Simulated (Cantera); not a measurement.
A diamond (100) surface in a fixed gas of H2 with x(CH4) = 0.0049, x(H) = 0.0055, x(CH3) = 0.0012, at 1325 K; coverages are run to steady state.

Computed with Cantera and the Harris–Goodwin 1993 mechanism for the reconstructed diamond (100) surface.

θ: site fractions in the mechanism's names (c6HH fully hydrogenated, c6H* and c6*H radical sites, c6** diradical, c6HM methylated).

```json
[
 {"P (Pa)": "550", "growth (µm/h)": "0.743", "θ c6HH": "0.372", "θ c6H*": "0.0515", "θ c6*H": "0.528", "θ c6**": "0.0452", "θ c6HM": "0.000175"},
 {"P (Pa)": "870", "growth (µm/h)": "1.35", "θ c6HH": "0.372", "θ c6H*": "0.0515", "θ c6*H": "0.528", "θ c6**": "0.0450", "θ c6HM": "0.000287"},
 {"P (Pa)": "1400", "growth (µm/h)": "___", "θ c6HH": "0.372", "θ c6H*": "0.0514", "θ c6*H": "0.527", "θ c6**": "0.0448", "θ c6HM": "___"},
 {"P (Pa)": "2200", "growth (µm/h)": "___", "θ c6HH": "0.372", "θ c6H*": "0.0514", "θ c6*H": "0.527", "θ c6**": "0.0447", "θ c6HM": "___"},
 {"P (Pa)": "3500", "growth (µm/h)": "7.64", "θ c6HH": "0.372", "θ c6H*": "0.0514", "θ c6*H": "0.527", "θ c6**": "0.0446", "θ c6HM": "0.00119"},
 {"P (Pa)": "5500", "growth (µm/h)": "13.7", "θ c6HH": "0.371", "θ c6H*": "0.0513", "θ c6*H": "0.526", "θ c6**": "0.0445", "θ c6HM": "0.00185"},
 {"P (Pa)": "8700", "growth (µm/h)": "25.4", "θ c6HH": "0.371", "θ c6H*": "0.0513", "θ c6*H": "0.525", "θ c6**": "0.0444", "θ c6HM": "0.00285"},
 {"P (Pa)": "14000", "growth (µm/h)": "49.8", "θ c6HH": "0.370", "θ c6H*": "0.0512", "θ c6*H": "0.523", "θ c6**": "0.0442", "θ c6HM": "0.00438"}
]
```

### Question
What belongs in the gaps?

### Answer

- 1400, growth (µm/h): 2.45
- 1400, θ c6HM: 0.000472
- 2200, growth (µm/h): 4.28
- 2200, θ c6HM: 0.000749
